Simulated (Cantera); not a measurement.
# Ignition delay

Mixture: H2 : O2 : N2 = 1 : 0.278 : 1.47 (molar parts), at 3750 Torr, adiabatic and at constant pressure. Ignition delay is the time to a rise of 400 K.

Model: the H2/O2 subset of GRI-Mech 3.0, which has no nitrogen chemistry, integrated in Cantera. The hydrogen kinetics of GRI-Mech 3.0 are dated; newer H2 mechanisms differ, most at raised pressure. Where the delays flatten at high temperature, the 400 K rule measures the pace of heat release, not the induction time.

```csv
T0 (K),delay (ms)
1250,0.0124
1300,0.00870
1350,0.00660
1400,0.00525
1450,0.00433
1500,0.00367
1550,0.00318
1600,0.00281
```
